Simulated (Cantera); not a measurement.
Feed: 1 mol CaCO3, 0.19 mol CO2, at 1750 K and 100000 Pa.

Method: chemical equilibrium by Gibbs-energy minimisation in Cantera with the NASA 1993 tables (ideal gas, pure condensed phases). Candidate condensed phases: C, Ca, CaCO3, CaO; 15 gas species. Rates play no part.

Problem. What is the equilibrium state?

Solution. 
```json
{
 "x(CO2)": "0.995",
 "x(CO)": "0.00307",
 "x(O2)": "0.00153",
 "x(O)": "2.93e-6",
 "n(CaO(s))": "1.00 mol",
 "gas_amount": "1.192 mol",
 "log10 activity of C(graphite) (absent)": "-9.02",
 "log10 activity of Ca(l) (absent)": "-11.96"
}
```
